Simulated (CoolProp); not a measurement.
Vapour-liquid equilibrium of acetone (1) + methanol (2) at 7.83 kPa; x and y are mole fractions of (1).

Values from CoolProp's multi-fluid Helmholtz-energy mixture model, Lemmon 2006 and de Reuck 1993; pair parameters Bell 2016.

```tsv
x	bubble temperature, mixture model (K)	bubble temperature, Raoult's law (K)	y, mixture model	y, Raoult's law
0.05	281.4	283.1	0.183	0.099
0.15	…	281.4	…	0.272
0.25	275.6	279.7	0.515	0.417
0.35	274.1	278.2	0.595	0.540
0.45	…	276.7	0.657	0.644
0.55	272.1	275.3	0.712	0.733
0.65	…	274.0	0.765	0.808
0.75	270.8	272.8	0.820	0.873
0.85	270.3	271.6	0.882	0.930
0.95	270.0	270.5	0.955	0.978
```

Problem. What belongs in the gaps?

Solution. 
- 0.15, bubble temperature, mixture model (K): 277.8
- 0.15, y, mixture model: 0.395
- 0.45, bubble temperature, mixture model (K): 273.0
- 0.65, bubble temperature, mixture model (K): 271.4

The largest gap from Raoult's law is -4.1 K in bubble temperature, at x = 0.25. No azeotrope shows between x = 0.05 and 0.95.

The pair parameters rest on a limited set of measurements; away from them the model extrapolates.
